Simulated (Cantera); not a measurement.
Charge: 1 mol PbO, 0.061 mol CO, a varied amount of H₂, held at 1.40 mbar.

Cantera equilibrium calculation (NASA polynomials, part measured and part estimated; ideal gas, pure solids and liquids). Candidate condensed phases: C, C₆H₆, C₇H₈, C₈H₁₈, H₂O, Pb, PbO, PbO₂, Pb₃O₄; 113 gas species. Rates play no part.

**Question.** What condenses at these points (T in °C, n(H₂) in mol): (952, 3.4); (952, 8.9); (652, 32); (702, 17); (752, 23)?

**Answer.** 
```json
[
 {"T (°C)": "952", "n(H₂) in mol": "3.4", "condensed phases": "gas only", "Pb condensed (%)": "0.0"},
 {"T (°C)": "952", "n(H₂) in mol": "8.9", "condensed phases": "gas only", "Pb condensed (%)": "0.0"},
 {"T (°C)": "652", "n(H₂) in mol": "32", "condensed phases": "Pb", "Pb condensed (%)": "93.9"},
 {"T (°C)": "702", "n(H₂) in mol": "17", "condensed phases": "Pb", "Pb condensed (%)": "88.8"},
 {"T (°C)": "752", "n(H₂) in mol": "23", "condensed phases": "Pb", "Pb condensed (%)": "53.3"}
]
```
